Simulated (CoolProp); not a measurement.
Model: reference Helmholtz-energy equation of state, Wu 2011, in CoolProp.

**Question.** Give the vapour pressure (kPa), liquid density (kg/m³), enthalpy of vaporisation (kJ/kg), liquid cp (kJ/(kg K)) of saturated dimethyl ether at -12.55 °C.

**Answer.** 
```csv
T (°C),p (kPa),liquid density (kg/m³),enthalpy of vaporisation (kJ/kg),liquid cp (kJ/(kg K))
-12.55,168,718,451,2.28
```
